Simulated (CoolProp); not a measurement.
Vapour-liquid equilibrium of acetone (1) + toluene (2) at 0.711 MPa; x and y are mole fractions of (1).

Values from CoolProp's multi-fluid Helmholtz-energy mixture model, Lemmon 2006 and Lemmon 2006; pair parameters Bell 2016.

```csv
x,bubble temperature (K),y at the bubble point,dew temperature at overall composition x (K),liquid density (mol/L)
0.05,461.4,0.166,467.6,7.582
0.15,447.8,0.397,462.3,7.950
0.25,437.7,0.547,456.7,8.296
0.35,(withheld),0.651,450.8,8.636
0.45,423.5,0.730,(withheld),8.981
0.55,418.2,0.793,(withheld),(withheld)
0.65,413.6,0.847,(withheld),(withheld)
0.75,409.4,0.895,(withheld),10.12
0.85,405.6,0.939,413.4,10.56
0.95,402.1,0.980,404.6,11.03
```

Question: What belongs in the gaps?

Answer: 
- 0.35, bubble temperature (K): 429.9
- 0.45, dew temperature at overall composition x (K): 444.3
- 0.55, dew temperature at overall composition x (K): 437.4
- 0.55, liquid density (mol/L): 9.339
- 0.65, dew temperature at overall composition x (K): 430.0
- 0.65, liquid density (mol/L): 9.717
- 0.75, dew temperature at overall composition x (K): 421.9

No azeotrope shows between x = 0.05 and 0.95.

Pair parameters are fitted to limited data, so mixtures are less certain than the pure fluids.
